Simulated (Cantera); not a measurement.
Feed: 1 mol CaCO3, 0.35 mol O2, 1.2 mol CO2, at 600 K and 1 atm.

These are equilibrium values from Cantera (NASA tables, ideal gas, pure condensed phases), not measurements of a reactor. Candidate condensed phases: C, Ca, CaCO3, CaO; 15 gas species. Rates play no part.

Base state: CO2 0.774, O2 0.226 (mole fractions); condensed: CaCO3(calcite).

Q: What changes in the equilibrium state with this change: temperature from 600 K to 1173.15 K?

A: 
| species | before | after |
|---|---|---|
| CO2 | 0.774 | 0.863 |
| O2 | 0.226 | 0.137 |
| CaCO3(calcite), mol | 1.00 | 0 |
| CaO(s), mol | 0 | 1.00 |
